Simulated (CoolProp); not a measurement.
Vapour-liquid equilibrium of R22 (1) + dimethyl ether (2) at 59.25 °C; x and y are mole fractions of (1).

The numbers come from the multi-fluid Helmholtz-energy mixture model, Kamei 1995 and Wu 2011; pair parameters Bell 2016 in CoolProp.

**Question.** Give the bubble pressure and the first vapour's composition at x = 0.2, 0.65, 0.8. Is there an azeotrope?

**Answer.** x = 0.2: 1.391 MPa, y = 0.197; x = 0.65: 1.657 MPa, y = 0.753; x = 0.8: 1.922 MPa, y = 0.891. y crosses x between x = 0.2 and 0.35: the model has an azeotrope there.

Pair parameters are fitted to limited data, so mixtures are less certain than the pure fluids.
